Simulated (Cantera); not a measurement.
An isothermal, constant-pressure homogeneous reactor starts with C₂H₆ : N₂ = 1 : 57 (molar parts), at 1575 K and 0.210 bar. Integrator tolerance rtol = 1e-08.

Cantera simulation using GRI-Mech 3.0 (53 species, 325 reactions); the numbers are that mechanism's predictions, not measurements. GRI-Mech 3.0 stops at C3 and has no aromatics, soot or wall deposition, so with more carbon than oxygen in the feed, carbon stays in small species such as C2H2 where larger ones or solid carbon would form.

Problem. What does this change do: 0.061 parts H2O added?

Solution. 
```
quantity                                             before                                     after
-----------------  ----------------------------------------  ----------------------------------------
x(C₂H₆) at 10.0 s  1.89e-8 (gas-phase equilibrium 9.83e-11)  2.94e-8 (gas-phase equilibrium 1.01e-10)
x(CH₃) at 10.0 s    4.41e-6 (gas-phase equilibrium 2.74e-7)   5.53e-6 (gas-phase equilibrium 2.78e-7)
x(HCN) at 10.0 s     3.45e-6 (gas-phase equilibrium 0.0275)    3.47e-6 (gas-phase equilibrium 0.0267)
x(H) at 10.0 s      1.62e-5 (gas-phase equilibrium 1.67e-5)   1.67e-5 (gas-phase equilibrium 1.70e-5)
x(C₂H₂) at 10.0 s    0.0164 (gas-phase equilibrium 0.00291)    0.0162 (gas-phase equilibrium 0.00275)
x(CH₄) at 10.0 s   0.000439 (gas-phase equilibrium 2.70e-5)  0.000539 (gas-phase equilibrium 2.80e-5)
x(C₂H) at 10.0 s    2.38e-8 (gas-phase equilibrium 4.26e-9)   2.39e-8 (gas-phase equilibrium 3.95e-9)
```
